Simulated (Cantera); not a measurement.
Mixture: C₂H₄ : O₂ : N₂ : H₂O = 1 : 2.14 : 8.06 : 0.46 (molar parts), at 28.0 bar, adiabatic and at constant pressure. Ignition delay is the time to a rise of 400 K.

Model: GRI-Mech 3.0 (53 species, 325 reactions), integrated in Cantera. GRI-Mech 3.0 was tuned for natural gas; its chemistry of ethylene as a main component is partial and can be far from experiment. The pressure lies above the range GRI-Mech 3.0 was tuned for (to about 10 atm).

Problem. What does this change do: constant volume in place of constant pressure?

Solution. 
| quantity | before | after |
|---|---|---|
| delay at 1300 K | 82.6 µs | 81.9 µs |
| delay at 1400 K | 16.9 µs | 16.7 µs |
| delay at 1500 K | 4.23 µs | 4.08 µs |
| delay at 1600 K | 1.57 µs | 1.48 µs |
| delay at 1700 K | 0.845 µs | 0.783 µs |
| delay at 1800 K | 0.548 µs | 0.502 µs |
| apparent activation energy between 1600 and 1800 K | 130 kJ/mol | 130 kJ/mol |
